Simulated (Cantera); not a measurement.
A closed system holds: 1 mol Fe2O3, 0.34 mol H2, 1.9 mol N2, equilibrated at 775 °C and 69.0 Pa.

Cantera equilibrium calculation (NASA polynomials, part measured and part estimated; ideal gas, pure solids and liquids). Candidate condensed phases: Fe, FeO, Fe(OH)2, Fe(OH)3, Fe2O3, Fe3O4, H2O; 27 gas species. Equilibrium is a limit: real reactors are often held back by kinetics, nucleation or transport.

Base state: N2 0.848, H2O 0.149, H2 0.00298 (mole fractions); condensed: Fe3O4(s).

Question: What changes in the equilibrium state with this change: 0.24 mol NH3 added?

Answer: 
```tsv
species	before	after
N2	0.848	0.743
H2O	0.149	0.241
H2	0.00298	0.0160
Fe3O4(s), mol	0.667	0.344
FeO(s), mol	0	0.969
```
Mutual solubility and eutectic melting of coexisting phases are not modelled. The tables' stoichiometric FeO is somewhat more stable than real wüstite, so its field is too wide. FeO: taken at fixed stoichiometry.
